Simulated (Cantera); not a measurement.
Cantera run, input and output.

```python
import numpy as np
import cantera as ct

gas = ct.Solution("gri30.yaml")
gas.TPX = 1075, 1400, {'N2O': 1, 'H2': 0.01, 'N2': 5.8, 'H2O': 0.15}
reactor = ct.IdealGasConstPressureReactor(gas, energy="off", clone=False)
net = ct.ReactorNet([reactor])
net.rtol, net.atol = 1e-08, 1e-18
show = ['N2O', 'H2', 'OH', 'H', 'NO', 'N2']
times = np.geomspace(0.0004, 80, 9)

steps = ct.SolutionArray(gas, extra=["t"])
rows = []
print(f"{'t/s':>10s}{'T/K':>9s}{'P/Pa':>11s}" + "".join(f"{s:>11s}" for s in show))
for t in times:
    while net.time < t:
        t_next = net.step()
        steps.append(gas.state, t=t_next)
    rows.append([np.interp(t, steps.t, y) for y in (steps.T, steps.P, *steps(*show).X.T)])
    print(f"{t:10.3e}{rows[-1][0]:9.1f}{rows[-1][1]:11.4g}" + "".join(f"{x:11.3e}" for x in rows[-1][2:]))
rate = np.gradient(steps.T, steps.t)
print("integrator steps:", len(steps.t))
if steps.T.max() > steps.T[0] + 200:
    print(f"time of steepest temperature rise: {steps.t[rate.argmax()]:.4e} s")
gas.TPX = 1075, 1400, {'N2O': 1, 'H2': 0.01, 'N2': 5.8, 'H2O': 0.15}
gas.equilibrate("TP")
print(f"equilibrium (TP): T = {gas.T:.1f} K  " + "  ".join(f"{s} {gas[s].X[0]:.3e}" for s in show))
```

Result:

```
       t/s      T/K       P/Pa        N2O         H2         OH          H         NO         N2
 4.000e-04   1075.0       1400  1.437e-01  1.437e-03  4.408e-10  2.440e-10  9.643e-11  8.333e-01
 1.839e-03   1075.0       1400  1.437e-01  1.437e-03  8.860e-09  3.694e-09  1.800e-09  8.333e-01
 8.459e-03   1075.0       1400  1.437e-01  1.437e-03  1.186e-07  3.723e-08  2.403e-08  8.333e-01
 3.890e-02   1075.0       1400  1.437e-01  1.431e-03  7.347e-07  2.126e-07  2.039e-07  8.333e-01
 1.789e-01   1075.0       1400  1.436e-01  1.348e-03  2.337e-06  6.280e-07  2.053e-06  8.334e-01
 8.226e-01   1075.0       1400  1.430e-01  8.297e-04  3.256e-06  5.405e-07  1.292e-05  8.340e-01
 3.783e+00   1075.0       1400  1.419e-01  7.915e-05  2.922e-06  4.624e-08  3.487e-05  8.349e-01
 1.740e+01   1075.0       1400  1.404e-01  3.192e-08  2.787e-06  6.609e-10  8.632e-05  8.357e-01
 8.000e+01   1075.0       1400  1.342e-01  1.706e-08  3.265e-06  6.000e-10  3.630e-04  8.390e-01
integrator steps: 1201
equilibrium (TP): T = 1075.0 K  N2O 4.000e-10  H2 4.966e-10  OH 4.556e-07  H 2.782e-12  NO 4.098e-05  N2 9.121e-01
```

Model: GRI-Mech 3.0 (53 species, 325 reactions), integrated in Cantera. GRI-Mech 3.0 was tuned for natural gas; its chemistry of N2O as a main component is partial and can be far from experiment. Radical loss at walls, strong at low pressure, is not modelled. The mechanism lacks the step 2 NO + O2 → 2 NO2, which can matter for NO2 below about 1400 K. The temperature is held fixed by assumption; the heat of reaction is taken as removed at once.
